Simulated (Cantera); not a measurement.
## Transport properties of process gases

Gas mixture: 100 % CH4, at 0.0267 bar, frozen composition.

Cantera's kinetic-theory transport with the Lennard-Jones parameters of GRI-Mech 3.0, ideal gas; thermal conductivity in the multicomponent form. The composition is frozen, though it would react at the higher temperatures.

```tsv
T (K)	ρ (kg/m³)	cp (J/kg/K)	μ (µPa s)	λ (mW/m/K)	Pr	D (cm²/s) H	D (cm²/s) C2H2	D (cm²/s) O
400	0.0129	2526	14.4	50.8	0.718	71.3	11.4	21.1
600	0.00857	3287	19.5	88.4	0.725	145	23.4	42.3
800	0.00643	3989	23.8	130	0.728	237	38.5	68.7
1000	0.00514	4589	27.7	174	0.730	346	56.3	99.8
1200	0.00429	5074	31.2	217	0.730	469	76.7	135
1400	0.00367	5468	34.5	259	0.730	607	99.3	175
1600	0.00322	5787	37.7	299	0.730	759	124	218
1800	0.00286	6047	40.7	337	0.730	923	151	265
```
D: mixture-averaged diffusion coefficient of that species in the mixture.
